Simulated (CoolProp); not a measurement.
A simple Rankine cycle with R141b: condensing at 303.15 K, boiler at 3.74 MPa, turbine inlet 499 K, turbine efficiency 0.6, pump efficiency 0.7, no recuperator. Each further row changes one setting.

Values from CoolProp's reference Helmholtz-energy equation of state, Lemmon 2006. It is a short technical equation, of lower accuracy than the large ones.

```json
[
 {"case": "as stated", "thermal efficiency (%)": "15.0", "net work (kJ/kg)": "53.3", "heat in (kJ/kg)": "354", "turbine exit temperature (K)": "394.7", "volume ratio over the turbine": "46.2"},
 {"case": "condensing temperature 295.15 K", "thermal efficiency (%)": "15.8", "net work (kJ/kg)": "57.6", "heat in (kJ/kg)": "[?]", "turbine exit temperature (K)": "[?]", "volume ratio over the turbine": "[?]"},
 {"case": "boiler pressure 2.62 MPa", "thermal efficiency (%)": "14.3", "net work (kJ/kg)": "53.3", "heat in (kJ/kg)": "372", "turbine exit temperature (K)": "414.4", "volume ratio over the turbine": "28.8"},
 {"case": "turbine efficiency 0.5", "thermal efficiency (%)": "[?]", "net work (kJ/kg)": "[?]", "heat in (kJ/kg)": "354", "turbine exit temperature (K)": "405.4", "volume ratio over the turbine": "47.5"}
]
```

Question: Fill in the missing entries.

Answer: 
- condensing temperature 295.15 K, heat in (kJ/kg): 364
- condensing temperature 295.15 K, turbine exit temperature (K): 389.6
- condensing temperature 295.15 K, volume ratio over the turbine: 61.5
- turbine efficiency 0.5, thermal efficiency (%): 12.3
- turbine efficiency 0.5, net work (kJ/kg): 43.7
